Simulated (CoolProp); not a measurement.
Vapour-liquid equilibrium of acetone (1) + water (2) at 0.416 MPa; x and y are mole fractions of (1).

Model: multi-fluid Helmholtz-energy mixture model, Lemmon 2006 and Wagner 2002; pair parameters Bell 2016, in CoolProp.

| x | bubble temperature, mixture model (°C) | bubble temperature, Raoult's law (°C) | y, mixture model | y, Raoult's law |
|---|---|---|---|---|
| 0.05 | 133.7 | 142.4 | 0.300 | 0.118 |
| 0.15 | 120.2 | 137.2 | 0.565 | 0.318 |
| 0.25 | 114.5 | 132.3 | 0.655 | 0.478 |
| 0.35 | 112.0 | 127.7 | 0.695 | 0.605 |
| 0.45 | 110.4 | 123.4 | 0.721 | 0.707 |
| 0.55 | 109.2 | 119.4 | 0.748 | 0.789 |
| 0.65 | 107.9 | 115.7 | 0.782 | 0.855 |
| 0.75 | 106.7 | 112.2 | 0.827 | 0.907 |
| 0.85 | 105.6 | 108.9 | 0.885 | 0.950 |
| 0.95 | 104.7 | 105.8 | 0.958 | 0.985 |

The largest gap from Raoult's law is -17.8 K in bubble temperature, at x = 0.25. No azeotrope shows between x = 0.05 and 0.95.

The pair parameters rest on a limited set of measurements; away from them the model extrapolates.
